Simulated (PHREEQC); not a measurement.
Make-up at 15 °C: 1.4 mol NaBr and 0.18 mol MgSO4 per kg of water. Closed to the air; pH follows from the charge balance.

The numbers come from PHREEQC with the Pitzer model, pitzer.dat.

```
Quantity                   Result
-------------------  ------------
ionic strength       2.12 mol/kgw
activity of water           0.947
density               1.125 g/cm³
osmotic coefficient         0.962
```

| species | molality | activity | log γ |
|---|---|---|---|
| Br- | 1.40 | 0.862 | -0.211 |
| Na+ | 1.40 | 1.07 | -0.117 |
| Mg+2 | 0.180 | 0.0735 | -0.389 |
| SO4-2 | 0.180 | 0.00535 | -1.527 |
| MgOH+ | 3.55e-7 | 1.68e-7 | -0.326 |
| H+ | 2.27e-7 | 2.61e-7 | 0.062 |
| HSO4- | 1.73e-7 | 1.01e-7 | -0.232 |
| OH- | 4.50e-8 | 1.64e-8 | -0.438 |

Precipitation was switched off in this run.
